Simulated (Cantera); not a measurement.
A closed system holds: 1 mol C2H6, 0.48 mol H2, 6 mol N2, equilibrated at 2500 K and 1.50 mbar.

These are equilibrium values from Cantera (NASA tables, ideal gas, pure condensed phases), not measurements of a reactor. Candidate condensed phases: C, C6H6, C7H8, C8H18; 92 gas species. Equilibrium is a limit: real reactors are often held back by kinetics, nucleation or transport.

Base state: N2 0.534, H 0.267, H2 0.170, HCN 0.0213, HNC 0.00250, CN 0.00195, C2H2 (acetylene) 0.00184, C3 0.000331 (mole fractions); condensed: C(graphite).

Problem. What changes in the equilibrium state with this change: temperature from 2500 K to 1750 K?

Solution. 
```csv
species,before,after
N2,0.534,0.631
H2,0.170,0.363
H,0.267,0.00362
HCN,0.0213,0.00229
C3,0.000331,<1e-9
C,0.000111,<1e-9
C2H,0.000208,2.93e-9
"C(graphite), mol",1.66,1.98
```
